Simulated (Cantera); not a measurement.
An isothermal, constant-pressure homogeneous reactor starts with CH4 : H2 = 1 : 2.1 (molar parts), at 1000 K and 13300 Pa. Integrator tolerance rtol = 1e-08.

Cantera simulation using GRI-Mech 3.0 (53 species, 325 reactions); the numbers are that mechanism's predictions, not measurements. GRI-Mech 3.0 stops at C3 and has no aromatics, soot or wall deposition, so with more carbon than oxygen in the feed, carbon stays in small species such as C2H2 where larger ones or solid carbon would form.

Task: What does this change do: temperature 1000 to 1975 K?

Result: 
```tsv
quantity	before	after
x(CH4) at 3.00 s	0.323 (gas-phase equilibrium 0.322)	0.000673 (gas-phase equilibrium 0.000673)
x(H2) at 3.00 s	0.677 (gas-phase equilibrium 0.678)	0.874 (gas-phase equilibrium 0.874)
x(C2H) at 3.00 s	<1e-12 (gas-phase equilibrium <1e-12)	8.40e-6 (gas-phase equilibrium 8.40e-6)
x(CH3) at 3.00 s	1.46e-8 (gas-phase equilibrium 4.23e-8)	5.37e-5 (gas-phase equilibrium 5.37e-5)
x(CH2) at 3.00 s	<1e-12 (gas-phase equilibrium <1e-12)	2.76e-7 (gas-phase equilibrium 2.76e-7)
x(C2H4) at 3.00 s	1.89e-11 (gas-phase equilibrium 0.000111)	0.000109 (gas-phase equilibrium 0.000109)
```
